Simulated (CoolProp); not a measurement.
A Linde-Hampson liquefier for carbon monoxide: isothermal reversible compression at 300 K from 1 atm to 10 MPa, throttling to 1 atm, return gas leaving the recuperator 10 K below the feed. Each further row changes one setting.

Values from CoolProp's reference Helmholtz-energy equation of state, Lemmon 2006. It is a short technical equation, of lower accuracy than the large ones.

| case | liquid yield per pass | compression work (kJ/kg of gas) |
|---|---|---|
| as stated | 0.028 | 407 |
| high pressure 20 MPa | 0.063 | 470 |
| warm-end temperature 330 K | 0.016 | 450 |
| warm-end gap 15 K | 0.016 | 407 |
